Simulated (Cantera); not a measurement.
An isothermal, constant-pressure homogeneous reactor starts with 10.4 % H2, 69.4 % O2, 20.1 % N2, equivalence ratio 0.075, at 1325 K and 190 Pa.

Computed with Cantera and the H2/O2 subset of GRI-Mech 3.0, which has no nitrogen chemistry. Radical loss at walls, strong at low pressure, is not modelled. The temperature is held fixed by assumption; the heat of reaction is taken as removed at once.

**Question.** Predict: x(H2) at 4.00 s; x(O2) at 4.00 s; x(O) at 4.00 s; x(HO2) at 4.00 s; x(H) at 4.00 s; x(H2O2) at 4.00 s; x(H2O) at 4.00 s.

**Answer.** 
- x(H2) at 4.00 s: 0.000652 (gas-phase equilibrium 4.13e-7)
- x(O2) at 4.00 s: 0.669 (gas-phase equilibrium 0.678)
- x(O) at 4.00 s: 0.00843 (gas-phase equilibrium 5.24e-6)
- x(HO2) at 4.00 s: 3.42e-7 (gas-phase equilibrium 2.49e-8)
- x(H) at 4.00 s: 0.00156 (gas-phase equilibrium 2.43e-8)
- x(H2O2) at 4.00 s: 1.52e-8 (gas-phase equilibrium 2.61e-10)
- x(H2O) at 4.00 s: 0.106 (gas-phase equilibrium 0.110)
